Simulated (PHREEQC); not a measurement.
Solution (84 °C): 0.62 mol NaOH, 0.00037 mol K3PO4 and 0.41 mol (NH4)2SO4 per kg of water. Closed to the air; pH follows from the charge balance.

The numbers come from PHREEQC with the ion-association model, phreeqc.dat.

No solid was allowed to form.

Task: Estimate the pH, ionic strength, density.

Result: pH 8.74; ionic strength 0.901 mol/kgw; density 1.008 g/cm³.

Task: In which forms is K present?

Result: K+ 67 %, KSO4- 33 % of the K.

Caution: at this ionic strength the ion-association model is outside its range; a Pitzer model would be the better tool where its parameters exist. At this temperature some constants are extrapolated from 25 °C, and those without enthalpy data are left unchanged.
